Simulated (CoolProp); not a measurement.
A simple Rankine cycle with R114: condensing at 293.15 K, boiler at 0.688 MPa, turbine inlet 380.1 K, turbine efficiency 0.7, pump efficiency 0.7, no recuperator. Each further row changes one setting.

Values from CoolProp's reference Helmholtz-energy equation of state, Platzer 1990. This equation is an older, rougher fit; its heat capacities, sound speeds and derivatives of the liquid may be far off and weren't checked against measurements.

```
case                             thermal efficiency (%)  net work (kJ/kg)  heat in (kJ/kg)  turbine exit temperature (K)  volume ratio over the turbine
-------------------------------  ----------------------  ----------------  ---------------  ----------------------------  -----------------------------
as stated                                           7.8              14.8              189                         354.0                           3.81
turbine inlet 400.1 K                               7.7               [?]              206                         374.0                            [?]
condensing temperature 285.15 K                     9.1              17.9              197                         349.3                           4.99
boiler pressure 0.482 MPa                           5.9              11.3              192                         361.6                           2.63
turbine efficiency 0.6                              [?]              12.7              189                         356.9                            [?]
```

Task: What belongs in the gaps?

Result: 
- turbine inlet 400.1 K, net work (kJ/kg): 15.9
- turbine inlet 400.1 K, volume ratio over the turbine: 3.77
- turbine efficiency 0.6, thermal efficiency (%): 6.7
- turbine efficiency 0.6, volume ratio over the turbine: 3.84
